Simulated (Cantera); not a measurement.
Input: 1 mol MgO, 2.9 mol F2, at 1.00 bar.

Equilibrium computed with Cantera from the NASA thermochemical tables; the gas is ideal and each condensed phase is pure. Candidate condensed phases: Mg, MgF2, MgO; 14 gas species. The numbers say what is thermodynamically allowed, not how fast it happens.

Question: Which condensed phases are stable at each of these points (T (°C)): 450, 550, 650, 750, 850, 950, 1050, 1150, 1250, 1350, 1450, 1550, 1650?

Answer: 
| T (°C) | condensed phases | Mg condensed (%) |
|---|---|---|
| 450 | MgF2(s) | 100.0 |
| 550 | MgF2(s) | 100.0 |
| 650 | MgF2(s) | 100.0 |
| 750 | MgF2(s) | 100.0 |
| 850 | MgF2(s) | 100.0 |
| 950 | MgF2(s) | 100.0 |
| 1050 | MgF2(s) | 100.0 |
| 1150 | MgF2(s) | 100.0 |
| 1250 | MgF2(s) | 100.0 |
| 1350 | MgF2(l) | 99.8 |
| 1450 | MgF2(l) | 99.4 |
| 1550 | MgF2(l) | 97.9 |
| 1650 | MgF2(l) | 94.2 |

From 450 °C to 1250 °C the condensed part is MgF2(s). From 1350 °C to 1650 °C the condensed part is MgF2(l).
